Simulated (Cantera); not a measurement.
A diamond (100) surface in a fixed gas of H2 with x(CH4) = 0.0047, x(H) = 0.00025, at 1325 K, 120 Torr; coverages are run to steady state.

Computed with Cantera and the Harris–Goodwin 1993 mechanism for the reconstructed diamond (100) surface.

One state of this run: growth (µm/h) = 0.330; θ c6HH = 0.541; θ c6H* = 0.0397; θ c6*H = 0.407; θ c6** = 0.0110; θ c6HM = 0.000169. θ: site fractions in the mechanism's names (c6HH fully hydrogenated, c6H* and c6*H radical sites, c6** diradical, c6HM methylated).

Problem. Which value of x(CH3) does it belong to?
A) 0.00079
B) 1.2e-05
C) 2.8e-05
D) 6.5e-05

Solution. D, 6.5e-05
